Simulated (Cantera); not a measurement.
A closed system holds: 1 mol SiO2, 7.5 mol C, 4.7 mol H2, equilibrated at 2102 °C.

Cantera equilibrium calculation (NASA polynomials, part measured and part estimated; ideal gas, pure solids and liquids). Candidate condensed phases: C, C6H6, C7H8, C8H18, H2O, Si, SiC, SiO2; 123 gas species. Gases not in the tables: Si2H6 and higher silanes. Kinetics and transport are ignored.

log p: log10 of the partial pressure in bar; n: condensed amount in mol.

```json
[
 {"P (Pa)": "10", "log p H2": "-4.80", "log p H": "-4.25", "log p CO": "-4.73", "log p Si": "-5.10", "log p SiC2": "-5.85", "n C(graphite)": "5.15", "n SiC(s)": "0"},
 {"P (Pa)": "100", "log p H2": "-3.41", "log p H": "-3.56", "log p CO": "-3.65", "log p Si": "-4.05", "log p SiC2": "-4.80", "n C(graphite)": "5.16", "n SiC(s)": "0"},
 {"P (Pa)": "1000", "log p H2": "(withheld)", "log p H": "(withheld)", "log p CO": "(withheld)", "log p Si": "-3.51", "log p SiC2": "-4.26", "n C(graphite)": "4.74", "n SiC(s)": "(withheld)"},
 {"P (Pa)": "10000", "log p H2": "-1.18", "log p H": "-2.44", "log p CO": "-1.54", "log p Si": "-3.51", "log p SiC2": "-4.26", "n C(graphite)": "4.54", "n SiC(s)": "0.930"},
 {"P (Pa)": "100000", "log p H2": "(withheld)", "log p H": "(withheld)", "log p CO": "(withheld)", "log p Si": "-3.51", "log p SiC2": "-4.26", "n C(graphite)": "4.52", "n SiC(s)": "0.958"},
 {"P (Pa)": "1000000", "log p H2": "0.84", "log p H": "-1.43", "log p CO": "0.47", "log p Si": "-3.51", "log p SiC2": "-4.26", "n C(graphite)": "4.51", "n SiC(s)": "0.961"}
]
```

Question: Some entries are withheld; supply them.

Answer: 
- 100000, log p H2: -0.16
- 100000, log p H: -1.93
- 100000, log p CO: -0.54
- 1000, log p H2: -2.24
- 1000, log p H: -2.97
- 1000, log p CO: -2.58
- 1000, n SiC(s): 0.636
